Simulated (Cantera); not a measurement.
Mixture: H₂ : O₂ : N₂ = 1 : 0.556 : 2.09 (molar parts), at 10.0 bar, adiabatic and at constant pressure. Ignition delay is the time to a rise of 400 K.

Model: GRI-Mech 3.0 (53 species, 325 reactions), integrated in Cantera. The hydrogen kinetics of GRI-Mech 3.0 are dated; newer H2 mechanisms differ, most at raised pressure. Where the delays flatten at high temperature, the 400 K rule measures the pace of heat release, not the induction time.

### Question
What does this change do: pressure from 10.0 bar to 0.510 bar?

### Answer
```json
[
 {"quantity": "delay at 1250 K", "before": "11.3 µs", "after": "78.3 µs"},
 {"quantity": "delay at 1300 K", "before": "5.02 µs", "after": "66.9 µs"},
 {"quantity": "delay at 1350 K", "before": "3.21 µs", "after": "59.1 µs"},
 {"quantity": "delay at 1400 K", "before": "2.33 µs", "after": "54.0 µs"},
 {"quantity": "delay at 1450 K", "before": "1.82 µs", "after": "50.8 µs"},
 {"quantity": "delay at 1500 K", "before": "1.48 µs", "after": "49.0 µs"},
 {"quantity": "delay at 1550 K", "before": "1.24 µs", "after": "48.3 µs"}
]
```

### Question
What does this change do: H2 1 to 1.5 parts?

### Answer
| quantity | before | after |
|---|---|---|
| delay at 1250 K | 11.3 µs | 12.3 µs |
| delay at 1300 K | 5.02 µs | 5.25 µs |
| delay at 1350 K | 3.21 µs | 3.29 µs |
| delay at 1400 K | 2.33 µs | 2.37 µs |
| delay at 1450 K | 1.82 µs | 1.84 µs |
| delay at 1500 K | 1.48 µs | 1.49 µs |
| delay at 1550 K | 1.24 µs | 1.24 µs |
| apparent activation energy between 1450 and 1550 K | 72 kJ/mol | 73 kJ/mol |
